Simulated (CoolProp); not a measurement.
Vapour-liquid equilibrium of R113 (1) + n-heptane (2) at 0.149 MPa; x and y are mole fractions of (1).

Values from CoolProp's multi-fluid Helmholtz-energy mixture model, Marx 1992 and Span 2003; pair parameters Bell 2016.

```
x     bubble temperature, mixture model (K)  bubble temperature, Raoult's law (K)  y, mixture model  y, Raoult's law
----  -------------------------------------  ------------------------------------  ----------------  ---------------
0.05                             (withheld)                                 380.2             0.185            0.172
0.2                                   364.9                                 367.7        (withheld)            0.515
0.35                                  354.9                                 358.1             0.716            0.708
0.5                                   347.8                                 350.4             0.819            0.825
0.65                             (withheld)                                 344.1             0.888            0.902
0.8                                   338.0                                 338.8             0.940            0.954
0.95                             (withheld)                                 334.3             0.985            0.990
```

Q: Complete the blanks.

A: 
- 0.05, bubble temperature, mixture model (K): 379.2
- 0.2, y, mixture model: 0.536
- 0.65, bubble temperature, mixture model (K): 342.4
- 0.95, bubble temperature, mixture model (K): 334.1

The largest gap from Raoult's law is -3.2 K in bubble temperature, at x = 0.35. No azeotrope shows between x = 0.05 and 0.95.

The pair parameters rest on a limited set of measurements; away from them the model extrapolates.
